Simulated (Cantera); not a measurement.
Feed: 1 mol V2O3, 2.7 mol H2, 83 mol N2, at 0.00133 bar.

Cantera equilibrium calculation (NASA polynomials, part measured and part estimated; ideal gas, pure solids and liquids). Candidate condensed phases: H2O, V, VN, VO, V2O3, V2O4, V2O5; 28 gas species. Mutual solubility and eutectic melting of coexisting phases are not modelled. VO: taken at fixed stoichiometry. Condensed phases not in the tables: the oxides between V2O3 and V2O5 other than VO2. Rates play no part. All values below are at 1975 K.

Base state: N2 0.958, H2 0.0273, VO2 0.00669, H 0.00619, VO 0.000984, H2O 0.000739, OH 1.60e-5, V 1.30e-5 (mole fractions); condensed: VO(s) + V2O3(s).

Task: What changes in the equilibrium state with this change: pressure from 0.00133 bar to 1 atm?

Result: 
```tsv
species	before	after
N2	0.958	0.968
H2	0.0273	0.0306
H2O	0.000739	0.000826
VO2	0.00669	8.80e-6
H	0.00619	0.000238
V	1.30e-5	1.71e-8
VO	0.000984	1.30e-6
OH	1.60e-5	6.12e-7
VO(s), mol	0.623	0.142
V2O3(s), mol	0.356	0.928
```
